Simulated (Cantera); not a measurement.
A Cantera script and what it prints.

```python
import numpy as np
import cantera as ct

gas_names = """
    H H2 Si SiH SiH2 SiH3 SiH4 Si2 Si3
""".split()
cond_names = """
    Si(cr) Si(L)
""".split()


# ... load() reads the species with a 1 bar reference pressure and builds the phases ...
atoms = {
    'Si': {'Si': 1},
    'H2': {'H': 2},
}
top_T = {}  # K; cautious upper limits of use, not melting points


# ... equilibrate(T, P, feed) seeds the gas with the atoms and calls Mixture.equilibrate('TP', solver="vcs", rtol=1e-11, max_steps=5000) ...
results = []
feed = {'Si': 1, 'H2': 5}  # mol
T = 848.15  # K
P = 170000  # Pa
mix = equilibrate(T, P, feed)
results.append((T, P, feed, dict(zip(mix.species_names, mix.species_moles))))
x = sorted(zip(gas.X, gas.species_names), reverse=True)
print(f"T = {T:g} K  P = {P:g} Pa  gas = {mix.phase_moles(0):.4g} mol")
print("   x: " + "  ".join(f"{s} {v:.3e}" for v, s in x if v > 0.001))
print("   condensed (mol): " + ("  ".join(f"{mix.phase(i).name} {mix.phase_moles(i):.4g}"
      for i in range(1, mix.n_phases) if mix.phase_moles(i) > 1e-12) or "none"))
```

It prints:

```
T = 848.15 K  P = 170000 Pa  gas = 5 mol
   x: H2 1.000e+00
   condensed (mol): Si(cr) 1
```

Equilibrium computed with Cantera from the NASA thermochemical tables; the gas is ideal and each condensed phase is pure.
